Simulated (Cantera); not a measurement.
An isothermal, constant-pressure homogeneous reactor starts with CH4 : CO2 : H2 = 1 : 1.2 : 0.29 (molar parts), at 1600 K and 1.00 bar.

Computed with Cantera and GRI-Mech 3.0 (53 species, 325 reactions).

One state of this run: x CH4 = 0.195; x CO2 = 0.309; x H2 = 0.218; x CH3 = 0.000302; x H2O2 = <1e-12. x: mole fraction; the columns are a selection and need not sum to one.

Task: Which value of t (s) does it belong to?
A. 0.222
B. 0.0164
C. 0.0604
D. 9.00e-5

Result: C, 0.0604
